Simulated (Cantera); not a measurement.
A closed system holds: 1 mol CaCO3, 5.7 mol H2, 0.045 mol H2O, at 875 K and 1.33 mbar.

These are equilibrium values from Cantera (NASA tables, ideal gas, pure condensed phases), not measurements of a reactor. Candidate condensed phases: C, C6H6, C7H8, C8H18, Ca, CaCO3, CaO, Ca(OH)2, H2O; 115 gas species. Kinetics and transport are ignored.

Base state: H2 0.739, H2O 0.112, CO 0.106, CO2 0.0425 (mole fractions); condensed: CaO(s).

Q: What changes in the equilibrium state with this change: pressure from 1.33 mbar to 4.50 bar?

A: 
```tsv
species	before	after
H2	0.739	0.738
H2O	0.112	0.176
CH4	1.20e-6	0.0835
CO	0.106	0.00102
CO2	0.0425	0.000640
CaO(s), mol	1.00	0.452
CaCO3(calcite), mol	0	0.548
```

Q: What changes in the equilibrium state with this change: H2O from 0.045 to 1.8 mol?

A: 
```json
[
 {"species": "H2", "before": "0.739", "after": "0.616"},
 {"species": "H2O", "before": "0.112", "after": "0.267"},
 {"species": "CO2", "before": "0.0425", "after": "0.0627"},
 {"species": "CO", "before": "0.106", "after": "0.0549"},
 {"species": "CaO(s), mol", "before": "1.00", "after": "1.00"}
]
```
